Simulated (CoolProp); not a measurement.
Vapour-liquid equilibrium of R22 (1) + R115 (2) at 0.0144 MPa; x and y are mole fractions of (1).

Computed with CoolProp (multi-fluid Helmholtz-energy mixture model, Kamei 1995 and Lemmon 2016; pair parameters Bell 2016).

| x | bubble temperature (°C) | y at the bubble point | dew temperature at overall composition x (°C) | liquid density (mol/L) |
|---|---|---|---|---|
| 0.05 | -77.2 | 0.166 | -75.7 | 11.04 |
| 0.15 | -78.9 | 0.310 | -77.0 | 11.51 |
| 0.25 | -79.5 | 0.371 | -78.2 | 12.00 |
| 0.35 | -79.7 | 0.407 | -79.3 | 12.54 |
| 0.45 | -79.8 | 0.440 | -79.8 | 13.13 |
| 0.55 | -79.7 | 0.480 | -79.2 | 13.77 |
| 0.65 | -79.4 | 0.534 | -78.4 | 14.47 |
| 0.75 | -78.8 | 0.613 | -77.5 | 15.22 |
| 0.85 | -77.7 | 0.727 | -76.6 | 16.05 |
| 0.95 | -76.2 | 0.893 | -75.7 | 16.94 |

y crosses x between x = 0.35 and 0.45: the model has an azeotrope there.

Pair parameters are fitted to limited data, so mixtures are less certain than the pure fluids.
